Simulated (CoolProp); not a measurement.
Vapour-liquid equilibrium of carbon dioxide (1) + dimethyl ether (2) at -39.75 °C; x and y are mole fractions of (1).

Values from CoolProp's multi-fluid Helmholtz-energy mixture model, Span 1996 and Wu 2011; pair parameters Bell 2016.

| x | bubble pressure (kPa) | y at the bubble point | dew pressure at overall composition x (kPa) | liquid density (mol/L) |
|---|---|---|---|---|
| 0.05 | 80.58 | 0.400 | 52.80 | 16.74 |
| 0.15 | 147.9 | 0.703 | 58.57 | 17.46 |
| 0.25 | 224.5 | 0.826 | 65.75 | 18.22 |
| 0.35 | 310.5 | 0.890 | 74.93 | 19.03 |
| 0.45 | 405.1 | 0.929 | 87.08 | 19.89 |
| 0.55 | 507.6 | 0.953 | 103.9 | 20.79 |
| 0.65 | 616.1 | 0.970 | 128.9 | 21.74 |
| 0.75 | 728.7 | 0.982 | 170.0 | 22.74 |
| 0.85 | 843.0 | 0.991 | 250.7 | 23.77 |
| 0.95 | 957.1 | 0.997 | 490.4 | 24.82 |

No azeotrope shows between x = 0.05 and 0.95.

The pair parameters rest on a limited set of measurements; away from them the model extrapolates.
